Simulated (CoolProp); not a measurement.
Saturated liquid density (kg/m³) of vinyl chloride: the reference equation beside estimates from Tc = 151.9 °C, pc = 5.600 MPa, ω = 0.160.

Values from CoolProp's reference Helmholtz-energy equation of state, Thol 2022.

| T (°C) | reference | van der Waals | Redlich-Kwong | Soave-Redlich-Kwong |
|---|---|---|---|---|
| 34.75 | 880.6 | 553.0 | 797.7 | 816.7 |
| 47.85 | 854.5 | 536.5 | 768.2 | 788.2 |
| 61.05 | 826.9 | 518.8 | 736.2 | 756.8 |
| 74.25 | 797.5 | 499.5 | 701.5 | 722.4 |
| 87.35 | 765.7 | 478.6 | 663.9 | 684.5 |
| 100.55 | 730.0 | 455.1 | 621.7 | 641.5 |
| 113.65 | 688.8 | 428.6 | 574.3 | 592.4 |
| 126.85 | 637.5 | 396.6 | 517.8 | 533.3 |

Absolute difference from the reference over all 8 rows, mean and median: van der Waals 37.5 and 37.4 %, Redlich-Kwong 13.3 and 12.7 %, Soave-Redlich-Kwong 10.7 and 10.0 %.
